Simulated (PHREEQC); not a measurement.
Solution (45 °C): 0.24 mol HF, 0.0014 mol NH4F, 7.4e-05 mol H2SiF6 and 0.22 mol H2SO4 per kg of water. Closed to the air; pH follows from the charge balance.

All values are PHREEQC results (ion-association model, phreeqc.dat), not measurements.

Task: The ionic strength comes out as 0.262 mol/kgw. What activity coefficients do HSO4-, HF2-, NH4+, NH4SO4-, SO4-2 get?

Result: HSO4- 0.73, HF2- 0.73, NH4+ 0.65, NH4SO4- 0.73, SO4-2 0.25.

This is a speciation only: nothing precipitates in the calculation. Constants without temperature data keep their 25 °C values here. SiF6-2 is the database's only silicon fluoride.
